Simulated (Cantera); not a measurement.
An isothermal, constant-pressure homogeneous reactor starts with CH₄ : N₂ = 1 : 86 (molar parts), at 1350 K and 0.495 Torr. Integrator tolerance rtol = 1e-08.

Computed with Cantera and GRI-Mech 3.0 (53 species, 325 reactions). GRI-Mech 3.0 stops at C3 and has no aromatics, soot or wall deposition, so with more carbon than oxygen in the feed, carbon stays in small species such as C2H2 where larger ones or solid carbon would form. Radical loss at walls, strong at low pressure, is not modelled.

Q: What does this change do: temperature 1350 to 1675 K?

A: 
| quantity | before | after |
|---|---|---|
| x(CH₄) at 20.0 s | 0.0115 (gas-phase equilibrium 1.82e-7) | 0.00259 (gas-phase equilibrium 4.26e-9) |
| x(C₂H) at 20.0 s | <1e-12 (gas-phase equilibrium 2.80e-10) | 6.83e-8 (gas-phase equilibrium 6.29e-8) |
| x(H) at 20.0 s | 1.35e-9 (gas-phase equilibrium 1.22e-5) | 4.20e-5 (gas-phase equilibrium 0.000589) |
| x(CH₃) at 20.0 s | 3.41e-6 (gas-phase equilibrium 2.58e-9) | 0.000159 (gas-phase equilibrium 3.04e-9) |
| x(C₂H₆) at 20.0 s | 4.62e-9 (gas-phase equilibrium <1e-12) | 2.40e-8 (gas-phase equilibrium <1e-12) |
| x(CH₂) at 20.0 s | 3.37e-11 (gas-phase equilibrium 1.23e-12) | 4.09e-7 (gas-phase equilibrium 1.08e-10) |
